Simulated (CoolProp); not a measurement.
Model: reference Helmholtz-energy equation of state, Schroeder 2014, in CoolProp.

Give the vapour pressure (MPa), vapour density (kg/m³), enthalpy of vaporisation (kJ/kg), surface tension (mN/m) of saturated ethanol at 191.15 °C.


| T (°C) | p (MPa) | vapour density (kg/m³) | enthalpy of vaporisation (kJ/kg) | surface tension (mN/m) |
|---|---|---|---|---|
| 191.15 | 2.50 | 40.3 | 544 | 5.40 |

Surface tension comes from a separate correlation (Mulero 2012).
